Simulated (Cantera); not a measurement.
Feed: 1 mol Si₃N₄, 0.01 mol N₂, held at 1430 Torr.

Cantera equilibrium calculation (NASA polynomials, part measured and part estimated; ideal gas, pure solids and liquids). Candidate condensed phases: Si, Si₃N₄; 7 gas species. The tables' values for SiN are old estimates; treat these amounts as uncertain. Kinetics and transport are ignored. All values below are at 2175 °C.

Base state: N₂ 0.998, Si 0.00168, SiN 0.000252, Si₂N 0.000232, Si₂ 4.14e-5 (mole fractions); condensed: Si(l).

Question: What changes in the equilibrium state with this change: 0.0049 mol NH₃ added?

Answer: 
```
species       before     after
----------  --------  --------
N₂             0.998     0.994
H₂                 0   0.00320
Si           0.00168   0.00168
H                  0  0.000817
SiH                0   3.75e-5
SiN         0.000252  0.000252
Si₂N        0.000232  0.000231
Si₂          4.14e-5   4.14e-5
Si(l), mol      2.99      2.99
```
